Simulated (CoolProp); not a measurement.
Vapour-liquid equilibrium of propane (1) + isohexane (2) at 283 K; x and y are mole fractions of (1).

Model: multi-fluid Helmholtz-energy mixture model, Lemmon 2009 and Lemmon 2006; pair parameters Bell 2016, in CoolProp.

Q: Give the bubble pressure and the first vapour's composition at x = 0.15, 0.85, 0.95. Is there an azeotrope?

A: x = 0.15: 105.5 kPa, y = 0.877; x = 0.85: 531.7 kPa, y = 0.994; x = 0.95: 598.6 kPa, y = 0.998. No azeotrope shows between x = 0.05 and 0.95.

Pair parameters are fitted to limited data, so mixtures are less certain than the pure fluids.
